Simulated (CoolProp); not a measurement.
Vapour pressure (bar) of CH3F (R41): the reference equation beside estimates from Tc = 44.1 °C, pc = 59.06 bar, ω = 0.200.

Computed with CoolProp (reference Helmholtz-energy equation of state, Lemmon 2006). It is a short technical equation, of lower accuracy than the large ones.

```
T (°C)   reference  van der Waals  Peng-Robinson
-------  ---------  -------------  -------------
-108.65     0.1344          2.090         0.1278
-100.65     0.2477          2.834         0.2378
-92.75      0.4269          3.735         0.4130
-84.75      0.7029          4.831         0.6849
-76.85       1.100          6.111          1.079
-68.85       1.665          7.624          1.642
-60.95       2.424          9.345          2.402
-52.95       3.441          11.33          3.425
-45.05       4.738          13.55          4.735
-37.05       6.401          16.06          6.420
-29.15       8.443          18.82          8.495
-21.15       10.97          21.90          11.07
```

Absolute difference from the reference over all 12 rows, mean and median: van der Waals 479.1 and 321.7 %, Peng-Robinson 1.8 and 1.1 %.
